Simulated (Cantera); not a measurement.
Mixture: 23.0 % CH3OH, 15.7 % O2, 59.0 % N2, 2.30 % H2O, equivalence ratio 2.2, at 500000 Pa, adiabatic and at constant volume. Ignition delay is the time to a rise of 400 K.

Computed with Cantera and GRI-Mech 3.0 (53 species, 325 reactions). GRI-Mech 3.0 was tuned for natural gas; its chemistry of methanol as a main component is partial and can be far from experiment.

**Question.** Predict: delay at 1073 K; delay at 1223 K; delay at 1373 K; delay at 1523 K; delay at 1673 K; apparent activation energy between 1523 and 1673 K.

**Answer.** 
| Property | Result |
|---|---|
| delay at 1073 K | 21.7 ms |
| delay at 1223 K | 1.32 ms |
| delay at 1373 K | 0.153 ms |
| delay at 1523 K | 28.7 µs |
| delay at 1673 K | 7.84 µs |
| apparent activation energy between 1523 and 1673 K | 180 kJ/mol |
